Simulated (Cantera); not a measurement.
Source: NASA polynomial tables (part measured, part estimated), evaluated in Cantera. Values are per mole of reaction as written; species without (g) are pure solids or liquids, kept so even where they would boil at 1 bar.

2 B + 2 OH(g) → B₂O₂(g) + 2 H(g)

| T (K) | ΔH° (kJ) | ΔS° (J/K) | ΔG° (kJ) | log10 K |
|---|---|---|---|---|
| 748 | ___ | ___ | ___ | ___ |
| 798 | ___ | ___ | ___ | ___ |
| 848 | ___ | ___ | ___ | ___ |
| 898 | -91.8 | 106.3 | -187.3 | 10.90 |
| 948 | ___ | ___ | ___ | ___ |

Problem. Complete the blanks.

Solution. 
- 748, ΔH° (kJ): -93.3
- 748, ΔS° (J/K): 104.6
- 748, ΔG° (kJ): -171.5
- 748, log10 K: 11.98
- 798, ΔH° (kJ): -92.8
- 798, ΔS° (J/K): 105.2
- 798, ΔG° (kJ): -176.8
- 798, log10 K: 11.57
- 848, ΔH° (kJ): -92.3
- 848, ΔS° (J/K): 105.8
- 848, ΔG° (kJ): -182.0
- 848, log10 K: 11.21
- 948, ΔH° (kJ): -91.4
- 948, ΔS° (J/K): 106.8
- 948, ΔG° (kJ): -192.7
- 948, log10 K: 10.62
